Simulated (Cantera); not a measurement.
Charge: 1 mol Si3H8, 150 mol H2, held at 1 atm.

Equilibrium computed with Cantera from the NASA thermochemical tables; the gas is ideal and each condensed phase is pure. Candidate condensed phases: Si; 9 gas species. The feed counts by its element totals alone. Gases not in the tables: Si2H6 and higher silanes. Kinetics and transport are ignored.

x: gas mole fraction; n: condensed amount in mol.

```json
[
 {"T (K)": "873", "x H2": "1.00", "x H": "4.65e-11", "x SiH2": "1.37e-12", "x SiH": "<1e-12", "x Si": "<1e-12", "x SiH4": "2.78e-7", "x SiH3": "<1e-12", "n Si(s)": "3.00", "n Si(l)": "0"},
 {"T (K)": "948", "x H2": "1.00", "x H": "5.21e-10", "x SiH2": "1.90e-11", "x SiH": "<1e-12", "x Si": "<1e-12", "x SiH4": "3.58e-7", "x SiH3": "1.24e-12", "n Si(s)": "3.00", "n Si(l)": "0"},
 {"T (K)": "1023", "x H2": "1.00", "x H": "4.11e-9", "x SiH2": "1.80e-10", "x SiH": "<1e-12", "x Si": "<1e-12", "x SiH4": "4.44e-7", "x SiH3": "8.00e-12", "n Si(s)": "3.00", "n Si(l)": "0"},
 {"T (K)": "1098", "x H2": "1.000", "x H": "2.46e-8", "x SiH2": "1.25e-9", "x SiH": "<1e-12", "x Si": "<1e-12", "x SiH4": "5.33e-7", "x SiH3": "3.99e-11", "n Si(s)": "3.00", "n Si(l)": "0"},
 {"T (K)": "1173", "x H2": "1.000", "x H": "1.17e-7", "x SiH2": "6.81e-9", "x SiH": "8.81e-12", "x Si": "<1e-12", "x SiH4": "6.25e-7", "x SiH3": "1.62e-10", "n Si(s)": "3.00", "n Si(l)": "0"},
 {"T (K)": "1248", "x H2": "1.000", "x H": "[?]", "x SiH2": "[?]", "x SiH": "[?]", "x Si": "[?]", "x SiH4": "[?]", "x SiH3": "[?]", "n Si(s)": "3.00", "n Si(l)": "0"},
 {"T (K)": "1323", "x H2": "1.000", "x H": "1.58e-6", "x SiH2": "1.13e-7", "x SiH": "6.46e-10", "x Si": "8.75e-11", "x SiH4": "8.13e-7", "x SiH3": "1.64e-9", "n Si(s)": "3.00", "n Si(l)": "0"},
 {"T (K)": "1398", "x H2": "1.000", "x H": "[?]", "x SiH2": "[?]", "x SiH": "[?]", "x Si": "[?]", "x SiH4": "[?]", "x SiH3": "[?]", "n Si(s)": "3.00", "n Si(l)": "0"},
 {"T (K)": "1473", "x H2": "1.000", "x H": "1.26e-5", "x SiH2": "1.05e-6", "x SiH": "1.95e-8", "x Si": "5.40e-9", "x SiH4": "1.01e-6", "x SiH3": "1.04e-8", "n Si(s)": "3.00", "n Si(l)": "0"},
 {"T (K)": "1548", "x H2": "1.000", "x H": "3.06e-5", "x SiH2": "2.73e-6", "x SiH": "8.36e-8", "x Si": "3.14e-8", "x SiH4": "1.10e-6", "x SiH3": "2.28e-8", "n Si(s)": "3.00", "n Si(l)": "0"},
 {"T (K)": "1623", "x H2": "1.000", "x H": "6.87e-5", "x SiH2": "6.47e-6", "x SiH": "3.12e-7", "x Si": "1.54e-7", "x SiH4": "1.20e-6", "x SiH3": "4.65e-8", "n Si(s)": "3.00", "n Si(l)": "0"},
 {"T (K)": "1698", "x H2": "1.000", "x H": "0.000144", "x SiH2": "1.40e-5", "x SiH": "1.02e-6", "x Si": "6.48e-7", "x SiH4": "1.27e-6", "x SiH3": "8.75e-8", "n Si(s)": "0", "n Si(l)": "3.00"},
 {"T (K)": "1773", "x H2": "1.000", "x H": "0.000283", "x SiH2": "2.47e-5", "x SiH": "2.61e-6", "x Si": "2.10e-6", "x SiH4": "1.17e-6", "x SiH3": "1.36e-7", "n Si(s)": "0", "n Si(l)": "3.00"}
]
```

### Question
Some entries are withheld; supply them.

### Answer

- 1248, x H: 4.64e-7
- 1248, x SiH2: 3.02e-8
- 1248, x SiH: 8.60e-11
- 1248, x Si: 7.65e-12
- 1248, x SiH4: 7.18e-7
- 1248, x SiH3: 5.53e-10
- 1398, x H: 4.70e-6
- 1398, x SiH2: 3.66e-7
- 1398, x SiH: 3.90e-9
- 1398, x Si: 7.69e-10
- 1398, x SiH4: 9.09e-7
- 1398, x SiH3: 4.34e-9
